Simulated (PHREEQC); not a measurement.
Dissolve 2.1 mol/kgw KOH and 0.14 mol/kgw NaHCO3 at 49 °C. Closed to the air; pH follows from the charge balance.

All values are PHREEQC results (Pitzer model, pitzer.dat), not measurements.

The pH is 13.65. The ionic strength is 2.38 mol/kgw, the activity of water is 0.918 and the density is 1.087 g/cm³. The osmotic coefficient comes out as 1.101. The total alkalinity is 2240 meq/kg.

```json
[
 {"species": "K+", "molality": "2.10", "activity": "1.36", "log γ": "-0.189"},
 {"species": "OH-", "molality": "1.96", "activity": "2.14", "log γ": "0.038"},
 {"species": "CO3-2", "molality": "0.140", "activity": "0.0273", "log γ": "-0.710"},
 {"species": "Na+", "molality": "0.140", "activity": "0.0709", "log γ": "-0.295"},
 {"species": "HCO3-", "molality": "1.38e-5", "activity": "9.34e-6", "log γ": "-0.169"}
]
```

This is a speciation only: nothing precipitates in the calculation. Species that the database lacks are ignored. In brines, pH and single-ion activities rest on the MacInnes convention. At this temperature some constants are extrapolated from 25 °C, and those without enthalpy data are left unchanged.
